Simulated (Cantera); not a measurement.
An adiabatic, constant-volume homogeneous reactor starts with C2H4 : O2 : N2 : H2O = 1 : 1.67 : 6.27 : 1.6 (molar parts), at 1250 K and 8.88 atm. Integrator tolerance rtol = 1e-08.

Model: GRI-Mech 3.0 (53 species, 325 reactions), integrated in Cantera. GRI-Mech 3.0 was tuned for natural gas; its chemistry of ethylene as a main component is partial and can be far from experiment.

What does this change do: C2H4 1 to 0.32 parts?


```
quantity                                                              before                                  after
---------------------------------  -----------------------------------------  -------------------------------------
time of steepest temperature rise                                   0.225 ms                               0.258 ms
temperature at 0.300 s                                                2833 K                                 2481 K
equilibrium temperature                                               2833 K                                 2481 K
x(C2H4) at 0.300 s                     <1e-12 (gas-phase equilibrium <1e-12)  <1e-12 (gas-phase equilibrium <1e-12)
x(O2) at 0.300 s                   0.000123 (gas-phase equilibrium 0.000123)  0.0655 (gas-phase equilibrium 0.0655)
x(H2O) at 0.300 s                        0.202 (gas-phase equilibrium 0.202)    0.221 (gas-phase equilibrium 0.221)
x(CH4) at 0.300 s                  2.77e-10 (gas-phase equilibrium 3.12e-10)  <1e-12 (gas-phase equilibrium <1e-12)
x(NO) at 0.300 s                   0.000764 (gas-phase equilibrium 0.000764)  0.0111 (gas-phase equilibrium 0.0111)
```

What does this change do: initial temperature 1250 to 1675 K?


```tsv
quantity	before	after
time of steepest temperature rise	0.225 ms	2.10 µs
temperature at 0.300 s	2833 K	3080 K
equilibrium temperature	2833 K	3080 K
x(C2H4) at 0.300 s	<1e-12 (gas-phase equilibrium <1e-12)	<1e-12 (gas-phase equilibrium <1e-12)
x(O2) at 0.300 s	0.000123 (gas-phase equilibrium 0.000123)	0.000771 (gas-phase equilibrium 0.000771)
x(H2O) at 0.300 s	0.202 (gas-phase equilibrium 0.202)	0.193 (gas-phase equilibrium 0.193)
x(CH4) at 0.300 s	2.77e-10 (gas-phase equilibrium 3.12e-10)	9.45e-11 (gas-phase equilibrium 1.08e-10)
x(NO) at 0.300 s	0.000764 (gas-phase equilibrium 0.000764)	0.00259 (gas-phase equilibrium 0.00259)
```
Above 3000 K some thermodynamic fits are extrapolated.
